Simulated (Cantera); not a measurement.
**Reactions in the system C-H-O-Ta**

Cantera with NASA thermochemical tables; ideal gases at 1 bar, condensed phases pure. Values are per mole of reaction as written; species without (g) are pure solids or liquids, kept so even where they would boil at 1 bar.

3 Ta2O5 + C6H6(g) ⇌ 6 TaO2(g) + 3 H2O(g) + 6 C

| T (K) | ΔH° (kJ) | ΔS° (J/K) | ΔG° (kJ) | log10 K | condensed phases |
|---|---|---|---|---|---|
| 300 | 4124.5 | 1583.4 | 3649.5 | -635.42 | Ta2O5(s), C(graphite) |
| 2273 | 3400.9 | 1094.1 | 914.0 | -21.00 | Ta2O5(l), C(graphite) |
| 2323 | 3384.5 | 1087.0 | 859.5 | -19.33 | Ta2O5(l), C(graphite) |
| 2373 | 3368.2 | 1080.0 | 805.3 | -17.73 | Ta2O5(l), C(graphite) |
| 2423 | 3351.8 | 1073.2 | 751.5 | -16.20 | Ta2O5(l), C(graphite) |
| 2473 | 3335.6 | 1066.5 | 698.0 | -14.74 | Ta2O5(l), C(graphite) |
| 2523 | 3319.3 | 1060.0 | 644.8 | -13.35 | Ta2O5(l), C(graphite) |
| 2573 | 3303.2 | 1053.7 | 592.0 | -12.02 | Ta2O5(l), C(graphite) |
| 2623 | 3287.0 | 1047.5 | 539.5 | -10.74 | Ta2O5(l), C(graphite) |
| 2673 | 3270.9 | 1041.4 | 487.2 | -9.52 | Ta2O5(l), C(graphite) |
| 2723 | 3254.9 | 1035.5 | 435.3 | -8.35 | Ta2O5(l), C(graphite) |
| 2773 | 3238.9 | 1029.7 | 383.7 | -7.23 | Ta2O5(l), C(graphite) |
